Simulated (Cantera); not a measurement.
**Low-pressure radical oxidation in H2/O2**

An isothermal, constant-pressure homogeneous reactor starts with H2 : O2 = 0.0054 : 1 (molar parts), at 1075 K and 2600 Pa.

Model: the H2/O2 subset of GRI-Mech 3.0, which has no nitrogen chemistry, integrated in Cantera. Radical loss at walls, strong at low pressure, is not modelled.

| t (s) | x H2 | x O2 | x OH | x O | x H | x H2O | x HO2 |
|---|---|---|---|---|---|---|---|
| 1.00e-6 | 0.00537 | 0.995 | <1e-12 | <1e-12 | <1e-12 | <1e-12 | <1e-12 |
| 5.41e-6 | 0.00537 | 0.995 | <1e-12 | <1e-12 | 3.45e-12 | <1e-12 | 3.69e-12 |
| 2.93e-5 | 0.00537 | 0.995 | 5.60e-12 | 5.69e-12 | 1.43e-11 | <1e-12 | 2.00e-11 |
| 0.000159 | 0.00537 | 0.995 | 7.85e-11 | 8.62e-11 | 3.38e-11 | 1.31e-11 | 1.09e-10 |
| 0.000860 | 0.00537 | 0.995 | 8.09e-10 | 1.16e-9 | 1.26e-10 | 7.16e-10 | 6.02e-10 |
| 0.00465 | 0.00537 | 0.995 | 2.33e-7 | 3.86e-7 | 3.02e-8 | 4.19e-7 | 9.67e-9 |
| 0.0252 | 1.83e-5 | 0.991 | 0.000250 | 0.00309 | 0.000109 | 0.00518 | 1.60e-6 |
| 0.136 | 2.70e-6 | 0.994 | 0.000111 | 0.000699 | 1.08e-5 | 0.00532 | 7.14e-7 |
| 0.739 | 1.74e-7 | 0.995 | 2.95e-5 | 4.90e-5 | 2.03e-7 | 0.00537 | 1.46e-7 |
| 4.00 | 8.99e-9 | 0.995 | 7.07e-6 | 2.76e-6 | 2.73e-9 | 0.00538 | 1.61e-8 |
x: mole fraction; the columns are a selection and need not sum to one.

Equilibrium at this temperature and pressure: H2 2.36e-11, O2 0.995, OH 3.85e-7, O 8.17e-9, H <1e-12, H2O 0.00539, HO2 8.50e-10 (gas phase only).
